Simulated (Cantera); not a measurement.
Input (Python, Cantera):

```python
import numpy as np
import cantera as ct

gas = ct.Solution("gri30.yaml")
gas.TPX = 973, 101325, {'CO': 0.019, 'O2': 0.0034, 'H2O': 0.07, 'N2': 1}
reactor = ct.IdealGasConstPressureReactor(gas, energy="off", clone=False)
net = ct.ReactorNet([reactor])
net.rtol, net.atol = 1e-08, 1e-18
show = ['CO', 'O2', 'H2O', 'NO', 'H2']
times = np.geomspace(3e-06, 20, 15)

steps = ct.SolutionArray(gas, extra=["t"])
rows = []
print(f"{'t/s':>10s}{'T/K':>9s}{'P/Pa':>11s}" + "".join(f"{s:>11s}" for s in show))
for t in times:
    while net.time < t:
        t_next = net.step()
        steps.append(gas.state, t=t_next)
    rows.append([np.interp(t, steps.t, y) for y in (steps.T, steps.P, *steps(*show).X.T)])
    print(f"{t:10.3e}{rows[-1][0]:9.1f}{rows[-1][1]:11.4g}" + "".join(f"{x:11.3e}" for x in rows[-1][2:]))
rate = np.gradient(steps.T, steps.t)
print("integrator steps:", len(steps.t))
if steps.T.max() > steps.T[0] + 200:
    print(f"time of steepest temperature rise: {steps.t[rate.argmax()]:.4e} s")
gas.TPX = 973, 101325, {'CO': 0.019, 'O2': 0.0034, 'H2O': 0.07, 'N2': 1}
gas.equilibrate("TP")
print(f"equilibrium (TP): T = {gas.T:.1f} K  " + "  ".join(f"{s} {gas[s].X[0]:.3e}" for s in show))
```

Result:

```
       t/s      T/K       P/Pa         CO         O2        H2O         NO         H2
 3.000e-06    973.0  1.013e+05  1.739e-02  3.112e-03  6.408e-02  1.913e-27  7.787e-20
 9.216e-06    973.0  1.013e+05  1.739e-02  3.112e-03  6.408e-02  1.839e-26  3.814e-18
 2.831e-05    973.0  1.013e+05  1.739e-02  3.112e-03  6.408e-02  1.777e-25  2.010e-16
 8.697e-05    973.0  1.013e+05  1.739e-02  3.112e-03  6.408e-02  1.866e-24  1.016e-14
 2.672e-04    973.0  1.013e+05  1.739e-02  3.112e-03  6.408e-02  1.996e-23  3.259e-13
 8.208e-04    973.0  1.013e+05  1.739e-02  3.112e-03  6.408e-02  1.935e-22  5.900e-12
 2.521e-03    973.0  1.013e+05  1.739e-02  3.112e-03  6.408e-02  1.752e-21  6.286e-11
 7.746e-03    973.0  1.013e+05  1.739e-02  3.112e-03  6.408e-02  2.125e-20  5.970e-10
 2.380e-02    973.0  1.013e+05  1.739e-02  3.112e-03  6.408e-02  4.176e-18  1.651e-08
 7.310e-02    973.0  1.013e+05  1.731e-02  3.079e-03  6.406e-02  8.437e-13  1.629e-05
 2.246e-01    973.0  1.013e+05  1.643e-02  2.724e-03  6.391e-02  2.071e-11  1.921e-04
 6.899e-01    973.0  1.013e+05  1.310e-02  1.301e-03  6.350e-02  1.895e-10  6.916e-04
 2.119e+00    973.0  1.013e+05  7.742e-03  1.188e-06  6.082e-02  9.431e-10  3.463e-03
 6.510e+00    973.0  1.013e+05  7.106e-03  1.052e-07  6.018e-02  7.285e-10  4.097e-03
 2.000e+01    973.0  1.013e+05  6.686e-03  1.389e-08  5.976e-02  4.408e-10  4.517e-03
integrator steps: 1757
equilibrium (TP): T = 973.0 K  CO 1.695e-03  O2 4.850e-20  H2O 5.477e-02  NO 1.203e-14  H2 9.507e-03
```

Detailed kinetics in Cantera: GRI-Mech 3.0 (53 species, 325 reactions).
